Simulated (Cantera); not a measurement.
An isothermal, constant-pressure homogeneous reactor starts with NH3 : N2 = 1 : 0.71 (molar parts), at 1725 K and 14.3 Torr. Integrator tolerance rtol = 1e-08.

Cantera simulation using the gas-phase N/H chemistry of the illustrative SiF4/NH3 mechanism in the Surface Chemkin manual (1991); the numbers are that mechanism's predictions, not measurements. Walls and surfaces, which speed up NH3 decomposition in real reactors, are not modelled.

Q: What does this change do: pressure from 14.3 Torr to 1.00 bar?

A: 
```csv
quantity,before,after
x(NH3) at 2.00 s,0.503 (gas-phase equilibrium 1.77e-7),0.137 (gas-phase equilibrium 9.36e-6)
x(NH2) at 2.00 s,0.000301 (gas-phase equilibrium 8.33e-10),6.31e-5 (gas-phase equilibrium 6.05e-9)
x(H) at 2.00 s,1.81e-5 (gas-phase equilibrium 0.00101),7.63e-5 (gas-phase equilibrium 0.000139)
x(N2H4) at 2.00 s,1.08e-8 (gas-phase equilibrium <1e-12),2.50e-8 (gas-phase equilibrium <1e-12)
x(N) at 2.00 s,1.04e-7 (gas-phase equilibrium 4.39e-11),3.08e-8 (gas-phase equilibrium 6.05e-12)
```

Q: What does this change do: pressure from 14.3 Torr to 45.0 Torr?

A: 
| quantity | before | after |
|---|---|---|
| x(NH3) at 2.00 s | 0.503 (gas-phase equilibrium 1.77e-7) | 0.441 (gas-phase equilibrium 5.61e-7) |
| x(NH2) at 2.00 s | 0.000301 (gas-phase equilibrium 8.33e-10) | 0.000219 (gas-phase equilibrium 1.48e-9) |
| x(H) at 2.00 s | 1.81e-5 (gas-phase equilibrium 0.00101) | 2.64e-5 (gas-phase equilibrium 0.000568) |
| x(N2H4) at 2.00 s | 1.08e-8 (gas-phase equilibrium <1e-12) | 1.80e-8 (gas-phase equilibrium <1e-12) |
| x(N) at 2.00 s | 1.04e-7 (gas-phase equilibrium 4.39e-11) | 8.27e-8 (gas-phase equilibrium 2.47e-11) |
